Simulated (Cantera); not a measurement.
A closed system holds: 1 mol HgO, 1.8 mol N2, at 1498 K and 0.105 Torr.

Method: chemical equilibrium by Gibbs-energy minimisation in Cantera with the NASA 1993 tables (ideal gas, pure condensed phases). Candidate condensed phases: Hg, HgO; 10 gas species. Equilibrium is a limit: real reactors are often held back by kinetics, nucleation or transport.

Base state: N2 0.545, Hg 0.303, O2 0.151, NO 0.000855, O 0.000130 (mole fractions); condensed: gas only.

Q: What changes in the equilibrium state with this change: HgO replaced by Fe(CO)5?

A: 
| species | before | after |
|---|---|---|
| CO | 0 | 0.735 |
| N2 | 0.545 | 0.264 |
| Fe | 0 | 0.00103 |
| Hg | 0.303 | 0 |
| O2 | 0.151 | <1e-9 |
| NO | 0.000855 | <1e-9 |
| O | 0.000130 | <1e-9 |
| Fe(γ), mol | 0 | 0.993 |
Further candidate phases: C, Fe, Fe(CO)5, FeO, Fe2O3, Fe3O4.

Q: What changes in the equilibrium state with this change: 0.19 mol H2 added?

A: 
```
species    before     after
-------  --------  --------
N2          0.545     0.530
Hg          0.303     0.294
O2          0.151     0.119
H2O             0    0.0557
OH              0  0.000457
H2              0   2.52e-5
NO       0.000855  0.000747
```
Further candidate phases: H2O.
